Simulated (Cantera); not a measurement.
# Thermodynamics of chlorosilane synthesis and conversion, feed SiCl₄ + HCl + H₂

Input: 1 mol SiCl₄, 3.2 mol HCl, 1.2 mol H₂, held at 1348.15 K and 5.30 bar.

Method: chemical equilibrium by Gibbs-energy minimisation in Cantera with the NASA 1993 tables (ideal gas, pure condensed phases). Candidate condensed phases: Si; 19 gas species. The tables' values for SiCl₃ are old estimates; treat these amounts as uncertain. Equilibrium is a limit: real reactors are often held back by kinetics, nucleation or transport.

```yaml
x(HCl): 0.598
x(H₂): 0.217
x(SiCl₄): 0.180
x(SiHCl₃): 0.00371
x(SiCl₃): 0.00163
x(SiCl₂): 7.46e-5
x(SiH₂Cl₂): 1.12e-5
x(Cl): 1.08e-6
gas_amount: 5.405 mol
log10 activity of Si(s) (absent): -4.79
```
